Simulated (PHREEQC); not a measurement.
Solution A (2.6 mmol/kgw HF, 18 mmol/kgw KF and 0.085 mmol/kgw H2SO4) is mixed with solution B (0.0018 mol NiSO4, 0.0027 mol H3BO3 and 0.0046 mol FeSO4 per kg of water) at 20 °C; shares are by mass of water, 1 kg in all. No oxygen is let in. No CO2 enters from the air. Only these solids could form: Ni(OH)2, Ni4(OH)6SO4, Melanterite, Morenosite.

The series has 11 steps of share of solution B, from 0 to 1.

Equilibrium calculation in PHREEQC: ion-association model, wateq4f.dat.

Problem. Between which two steps does the pH jump most, and from what to what?

Solution. Between share of solution B = 0.9 and 1: from 4.15 to 5.90.

Real BF4- forms and hydrolyses slowly; the run takes it at equilibrium. Fluoro complexes past AlF4- and FeF3 are missing from the database.
